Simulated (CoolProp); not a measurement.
Aqueous lithium chloride as a coolant, at 33 °C, 1 atm.

Values from CoolProp's Melinder's fits for secondary coolants.

```csv
mass %,freezing point (°C),cp (kJ/(kg K)),conductivity (W/(m K)),Prandtl number,viscosity (mPa s)
5.3,-5.4,3.906,0.605,5.84,0.906
7.4,-8.2,3.808,0.600,6.18,(withheld)
9.5,-11.4,3.717,0.594,6.55,1.05
11.6,-15.2,3.630,0.589,6.99,1.13
13.7,-20.1,3.548,(withheld),7.49,1.23
15.8,-26.5,3.471,0.579,8.07,(withheld)
17.9,-34.5,3.400,0.575,8.73,1.48
20,-43.9,3.335,0.570,9.50,1.62
```

Q: Fill in the missing entries.

A: 
- 7.4, viscosity (mPa s): 0.973
- 13.7, conductivity (W/(m K)): 0.584
- 15.8, viscosity (mPa s): 1.35
